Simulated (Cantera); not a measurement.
A Cantera script and what it prints.

```python
import numpy as np
import cantera as ct

gas_names = """
    C CO CO2 C2 C2O C3 C3O2 C4 C5 O O2 O3 Ti TiO TiO2
""".split()
cond_names = """
    C(gr) Ti(a) Ti(b) Ti(L) TiC(s) TiC(L) TiO(a) TiO(b) TiO(L) TiO2(ru) TiO2(L) Ti2O3(a) Ti2O3(b)
    Ti2O3(L) Ti3O5(a) Ti3O5(b) Ti3O5(L) Ti4O7(s) Ti4O7(L)
""".split()


# ... load() reads the species with a 1 bar reference pressure and builds the phases ...
atoms = {
    'Ti': {'Ti': 1},
    'CO2': {'C': 1, 'O': 2},
    'CO': {'C': 1, 'O': 1},
    'O2': {'O': 2},
}
top_T = {'C(gr)': 4500}  # K; cautious upper limits of use, not melting points


# ... equilibrate(T, P, feed) seeds the gas with the atoms and calls Mixture.equilibrate('TP', solver="vcs", rtol=1e-11, max_steps=5000) ...
results = []
feed = {'Ti': 1, 'CO2': 18, 'CO': 20, 'O2': 0.0026}  # mol
T = 1250  # K
P = 11  # Pa
mix = equilibrate(T, P, feed)
results.append((T, P, feed, dict(zip(mix.species_names, mix.species_moles))))
print(gas.report(threshold=0.001))
for i in range(1, mix.n_phases):
    print(f"{mix.phase(i).name:16s} {mix.phase_moles(i):12.5e} mol")
```

Output:

```
       temperature   1250 K
          pressure   11 Pa
           density   3.6778e-05 kg/m^3
  mean mol. weight   34.749 kg/kmol
   phase of matter   gas

                          1 kg             1 kmol
                     ---------------   ---------------
          enthalpy       -5.5361e+06       -1.9237e+08  J
   internal energy       -5.8352e+06       -2.0277e+08  J
           entropy              9790        3.4019e+05  J/K
    Gibbs function       -1.7774e+07       -6.1761e+08  J
 heat capacity c_p            1255.9             43642  J/K
 heat capacity c_v            1016.7             35328  J/K

                      mass frac. Y      mole frac. X     chem. pot. / RT
                     ---------------   ---------------   ---------------
                CO           0.46656           0.57881           -46.512
               CO2           0.53344           0.42119            -77.17
     [  +13 minor]        2.5302e-11        3.9181e-11

C(gr)             0.00000e+00 mol
Ti(b)             0.00000e+00 mol
TiC(s)            0.00000e+00 mol
TiO(a)            0.00000e+00 mol
TiO2(ru)          1.00000e+00 mol
Ti2O3(b)          0.00000e+00 mol
Ti3O5(b)          0.00000e+00 mol
Ti4O7(s)          0.00000e+00 mol
```

Cantera equilibrium calculation (NASA polynomials, part measured and part estimated; ideal gas, pure solids and liquids).
